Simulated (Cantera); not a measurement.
Cantera run:

```python
import numpy as np
import cantera as ct

gas_names = [...]  # 95 gases of nasa_gas.yaml made of C, F, H
cond_names = """
    C(gr) C6H6(L) C7H8(L) C8H18(L),n-octa
""".split()


# ... load() reads the species with a 1 bar reference pressure and builds the phases ...
atoms = {
    'c-C4F8': {'C': 4, 'F': 8},
    'H2': {'H': 2},
}
top_T = {'C(gr)': 4500}  # K; cautious upper limits of use, not melting points


# ... equilibrate(T, P, feed) seeds the gas with the atoms and calls Mixture.equilibrate('TP', solver="vcs", rtol=1e-11, max_steps=5000) ...
results = []
feed = {'c-C4F8': 1, 'H2': 9.1}  # mol
T = 3223  # K
for P in [1, 4.2, 18, 75, 320, 1300, 5600, 24000, 100000]:
    mix = equilibrate(T, P, feed)
    results.append((T, P, feed, dict(zip(mix.species_names, mix.species_moles))))
    x = sorted(zip(gas.X, gas.species_names), reverse=True)
    print(f"T = {T:g} K  P = {P:g} Pa  gas = {mix.phase_moles(0):.4g} mol")
    print("   x: " + "  ".join(f"{s} {v:.3e}" for v, s in x if v > 0.0001))
    print("   condensed (mol): " + ("  ".join(f"{mix.phase(i).name} {mix.phase_moles(i):.4g}"
          for i in range(1, mix.n_phases) if mix.phase_moles(i) > 1e-12) or "none"))
```

Result:

```
T = 3223 K  P = 1 Pa  gas = 30.12 mol
   x: H 6.022e-01  F 2.635e-01  C 1.318e-01  HF 1.969e-03  C2 3.929e-04  CF 1.690e-04
   condensed (mol): none
T = 3223 K  P = 4.2 Pa  gas = 29.87 mol
   x: H 6.008e-01  F 2.590e-01  C 1.294e-01  HF 8.112e-03  C2 1.590e-03  CF 6.851e-04  C3 2.231e-04  H2 1.697e-04
   condensed (mol): none
T = 3223 K  P = 18 Pa  gas = 28.84 mol
   x: H 5.972e-01  F 2.426e-01  C 1.162e-01  HF 3.236e-02  C2 5.497e-03  C3 2.970e-03  CF 2.469e-03  H2 7.185e-04
   condensed (mol): none
T = 3223 K  P = 75 Pa  gas = 26.09 mol
   x: H 5.853e-01  F 1.949e-01  HF 1.062e-01  C 7.840e-02  C3 1.584e-02  C2 1.043e-02  CF 5.579e-03  H2 2.876e-03  C2H 3.989e-04
   condensed (mol): none
T = 3223 K  P = 320 Pa  gas = 22.5 mol
   x: H 5.466e-01  HF 2.388e-01  F 1.100e-01  C 3.889e-02  C3 3.520e-02  C2 1.095e-02  H2 1.070e-02  CF 6.665e-03  C2H 1.669e-03  C2H2,acetylene 1.415e-04  C5 1.407e-04
   condensed (mol): none
T = 3223 K  P = 1300 Pa  gas = 19.97 mol
   x: H 4.844e-01  HF 3.507e-01  C3 4.842e-02  F 4.488e-02  H2 3.415e-02  C 1.699e-02  C2 8.487e-03  CF 4.825e-03  C2H 4.658e-03  C2H2,acetylene 1.422e-03  C5 6.095e-04  C4 1.798e-04  CH 1.142e-04
   condensed (mol): none
T = 3223 K  P = 5600 Pa  gas = 17.9 mol
   x: HF 4.278e-01  H 3.783e-01  H2 8.970e-02  C3 5.035e-02  F 1.627e-02  C2H2,acetylene 1.015e-02  C2H 9.885e-03  C 6.501e-03  C2 5.354e-03  CF 2.884e-03  C5 1.722e-03  C4H2 4.793e-04  C4 3.082e-04  CH 1.471e-04
   condensed (mol): none
T = 3223 K  P = 24000 Pa  gas = 15.44 mol
   x: HF 5.101e-01  H 2.587e-01  H2 1.798e-01  C2H2,acetylene 2.040e-02  C3 1.180e-02  C2H 6.781e-03  F 6.620e-03  C 1.519e-03  C2 1.253e-03  CF 1.175e-03  C4H2 9.666e-04  C5 4.050e-04  C2H2,vinylidene 1.036e-04  CH 1.007e-04
   condensed (mol): C(gr) 2.425
T = 3223 K  P = 100000 Pa  gas = 14.28 mol
   x: HF 5.568e-01  H2 2.518e-01  H 1.500e-01  C2H2,acetylene 2.857e-02  C2H 3.931e-03  F 2.991e-03  C3 2.833e-03  C4H2 1.354e-03  CF 5.310e-04  C 3.646e-04  C2 3.008e-04  C2H2,vinylidene 1.451e-04
   condensed (mol): C(gr) 2.829
```

Method: chemical equilibrium by Gibbs-energy minimisation in Cantera with the NASA 1993 tables (ideal gas, pure condensed phases). The feed counts by its element totals alone.
